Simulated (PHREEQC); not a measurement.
A solution holds 0.018 mol/kgw H3PO4 and 0.054 mol/kgw HCl, at 25 °C. Closed to the air; pH follows from the charge balance.

The numbers come from PHREEQC with the ion-association model, phreeqc.dat.

| quantity | before | after |
|---|---|---|
| pH | 1.32 | 1.33 |
| ionic strength (mol/kgw) | 0.0567 | 0.0557 |
| H3PO4 (mol/kgw) | 0.0153 | 0.0163 |
| H2PO4- (mol/kgw) | 0.00267 | 0.00172 |
| HPO4-2 (mol/kgw) | 6.33e-9 | 5.82e-9 |

**Question.** Which change was made?
A) HCl from 0.054 to 0.081 mol/kgw
B) H3PO4 from 0.018 to 0.0198 mol/kgw
C) diluted 100-fold with water
D) diluted 5-fold with water
E) temperature from 25 to 80 °C

**Answer.** E, temperature from 25 to 80 °C

No solid was allowed to form. Away from 25 °C the constants follow the database's enthalpies or fits; those with neither stay at their 25 °C values.
